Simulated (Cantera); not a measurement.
Feed: 1 mol C2F6, 0.11 mol F2, 0.24 mol H2, held at 1250 °C.

These are equilibrium values from Cantera (NASA tables, ideal gas, pure condensed phases), not measurements of a reactor. Candidate condensed phases: C, C6H6, C7H8, C8H18; 95 gas species. The feed counts by its element totals alone. Gases not in the tables: C2F6 and larger saturated fluorocarbons. Rates play no part.

At 13.0 Pa, list the 5 most abundant gas species with their mole fractions, and the condensed phases.

CF4 0.743, HF 0.250, CF2 0.00453, F 0.00221, CF3 0.000309. Condensed: C(graphite).
